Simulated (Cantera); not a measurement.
A Cantera script and its output.

```python
import numpy as np
import cantera as ct

gas = ct.Solution("h2o2.yaml")
gas.TPX = 425, 33000, {'H2': 1, 'O2': 0.357, 'N2': 0.964}
flame = ct.FreeFlame(gas, width=0.087)
flame.set_refine_criteria(ratio=3, slope=0.08, curve=0.16)
flame.transport_model = "unity-Lewis-number"
flame.solve(loglevel=0, auto=True)
z, T = flame.grid, flame.T
thick = (T[-1] - T[0]) / np.gradient(T, z).max()
show = ['H2', 'O2', 'H', 'H2O2', 'O', 'OH']
print(f"laminar burning velocity  {flame.velocity[0] * 100:.3f} cm/s")
print(f"burnt temperature         {T[-1]:.1f} K")
print(f"thermal thickness         {thick * 1e3:.4f} mm")
print(f"grid points               {len(z)}")
z0 = z[flame.heat_release_rate.argmax()]
print(f"{'z/mm':>9s}{'T/K':>9s}{'u/(m/s)':>9s}" + "".join(f"{s:>11s}" for s in show))
rows = []
for k in (-3, -2, -1.5, -1, -0.5, -0.25, 0, 0.25, 0.5, 1, 2, 4, 8):
    zz = z0 + k * thick
    rows.append([k * thick, np.interp(zz, z, T), np.interp(zz, z, flame.velocity),
                 *(np.interp(zz, z, flame.X[gas.species_index(s)]) for s in show)])
    print(f"{rows[-1][0] * 1e3:9.3f}{rows[-1][1]:9.1f}{rows[-1][2]:9.3f}" + "".join(f"{x:11.3e}" for x in rows[-1][3:]))
```

It prints:

```
laminar burning velocity  355.176 cm/s
burnt temperature         2526.8 K
thermal thickness         1.2747 mm
grid points               129
     z/mm      T/K  u/(m/s)         H2         O2          H       H2O2          O         OH
   -3.824    425.0    3.552  4.308e-01  1.538e-01  1.049e-14  3.326e-12  8.498e-13  7.224e-15
   -2.549    425.0    3.552  4.308e-01  1.538e-01  6.232e-13  1.261e-10  5.044e-11  4.291e-13
   -1.912    425.0    3.552  4.308e-01  1.538e-01  1.009e-11  1.605e-09  8.107e-10  6.967e-12
   -1.275    425.2    3.553  4.308e-01  1.538e-01  4.333e-10  4.331e-08  2.741e-08  3.067e-10
   -0.637    447.2    3.732  4.287e-01  1.526e-01  1.429e-05  4.021e-06  6.061e-06  8.878e-06
   -0.319    689.4    5.669  3.969e-01  1.368e-01  5.365e-03  7.348e-06  3.011e-04  4.604e-04
    0.000   1187.3    9.482  2.428e-01  7.141e-02  7.205e-02  1.276e-06  5.472e-03  3.162e-03
    0.319   1485.8   11.645  1.262e-01  2.089e-02  1.238e-01  1.219e-06  1.032e-02  9.206e-03
    0.637   1623.8   12.591  1.159e-01  1.265e-02  1.176e-01  8.660e-07  1.049e-02  1.226e-02
    1.275   1780.1   13.627  1.219e-01  1.001e-02  9.885e-02  4.798e-07  9.403e-03  1.486e-02
    2.549   1950.7   14.723  1.285e-01  7.734e-03  7.867e-02  2.412e-07  7.587e-03  1.672e-02
    5.099   2120.3   15.775  1.335e-01  5.475e-03  5.991e-02  1.291e-07  5.480e-03  1.719e-02
   10.198   2276.8   16.715  1.370e-01  3.479e-03  4.354e-02  7.903e-08  3.495e-03  1.601e-02
```

Model: the H2/O2 subset of GRI-Mech 3.0, which has no nitrogen chemistry, integrated in Cantera. Unity Lewis numbers drop preferential diffusion, which matters most where H2 and H carry the flame. Burning velocities carry a grid error of a few per cent, more on coarse grids.
